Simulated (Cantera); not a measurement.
Feed: 1 mol SiH4, 200 mol N2, 0.15 mol HCl, held at 1298.15 K and 100 Pa.

These are equilibrium values from Cantera (NASA tables, ideal gas, pure condensed phases), not measurements of a reactor. Candidate condensed phases: NH4Cl, Si, Si3N4; 28 gas species. N2 is the only nitrogen source here; it is nearly inert below about 1500 K, so the nitride shown seldom forms there in practice. Kinetics and transport are ignored.

Base state: N2 0.989, H2 0.00993, HCl 0.000742 (mole fractions); condensed: Si3N4(s).

Task: What changes in the equilibrium state with this change: temperature from 1298.15 K to 1748 K?

Result: 
| species | before | after |
|---|---|---|
| N2 | 0.989 | 0.987 |
| H2 | 0.00993 | 0.00963 |
| Si | <1e-9 | 0.00146 |
| H | 3.38e-6 | 0.000709 |
| Si2N | <1e-9 | 4.05e-5 |
| SiCl | <1e-9 | 2.82e-5 |
| SiN | <1e-9 | 2.37e-5 |
| Si3N4(s), mol | 0.333 | 0 |
| Si(l), mol | 0 | 0.655 |
The tables' values for SiCl, SiN are old estimates; treat these amounts as uncertain.

Task: What changes in the equilibrium state with this change: SiH4 replaced by Si3H8?

Result: 
```json
[
 {"species": "N2", "before": "0.989", "after": "0.979"},
 {"species": "H2", "before": "0.00993", "after": "0.0198"},
 {"species": "HCl", "before": "0.000742", "after": "0.000741"},
 {"species": "Si3N4(s), mol", "before": "0.333", "after": "1.000"}
]
```
The feed counts by its element totals alone.

Task: What changes in the equilibrium state with this change: 0.5 mol Cl2 added?

Result: 
| species | before | after |
|---|---|---|
| N2 | 0.989 | 0.987 |
| H2 | 0.00993 | 0.00750 |
| HCl | 0.000742 | 0.00555 |
| SiCl2 | 9.05e-7 | 6.71e-5 |
| Si3N4(s), mol | 0.333 | 0.329 |
